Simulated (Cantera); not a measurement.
Input: 1 mol C2F6, 0.0083 mol CH4, a varied amount of H2, held at 1298 K and 14.0 mbar.

Equilibrium computed with Cantera from the NASA thermochemical tables; the gas is ideal and each condensed phase is pure. Candidate condensed phases: C, C6H6, C7H8, C8H18; 95 gas species. The feed counts by its element totals alone. Gases not in the tables: C2F6 and larger saturated fluorocarbons. Rates play no part.

log p: log10 of the partial pressure in bar; n: condensed amount in mol.

```
n(H2) (mol)  log p HF  log p CF4  log p H2  log p CF2  log p CF3  log p H  log p CH4  n C(graphite)
-----------  --------  ---------  --------  ---------  ---------  -------  ---------  -------------
0.42            -2.25      -2.08    -11.14      -6.93      -7.29   -11.54       <-13          0.727
0.51            -2.19      -2.12    -11.01      -6.95      -7.33   -11.47       <-13          0.772
0.62            -2.14      -2.17    -10.88      -6.97      -7.36   -11.41       <-13          0.827
0.75            -2.09      -2.23    -10.75      -7.00      -7.41   -11.35       <-13          0.892
0.91            -2.05      -2.30    -10.63      -7.04      -7.46   -11.28       <-13          0.972
1.1             -2.01      -2.38    -10.51      -7.08        [?]   -11.22       <-13           1.07
1.3             -1.97      -2.47    -10.40      -7.12        [?]   -11.17       <-13           1.17
1.6             -1.94      -2.61    -10.26      -7.19        [?]   -11.10       <-13           1.32
1.9             -1.91      -2.76    -10.13      -7.27        [?]   -11.03       <-13           1.47
2.3             -1.88      -3.02     -9.95      -7.40        [?]   -10.94       <-13           1.67
2.8             -1.86      -3.65     -9.58      -7.71        [?]   -10.76       <-13           1.92
3.4             -1.88       <-13     -3.04       <-13       <-13    -7.49      -8.18           2.01
4.1             -1.93       <-13     -2.66       <-13       <-13    -7.30      -7.42           2.01
```

### Question
What belongs in the gaps?

### Answer

- 1.1, log p CF3: -7.52
- 1.3, log p CF3: -7.59
- 1.6, log p CF3: -7.69
- 1.9, log p CF3: -7.81
- 2.3, log p CF3: -8.00
- 2.8, log p CF3: -8.47
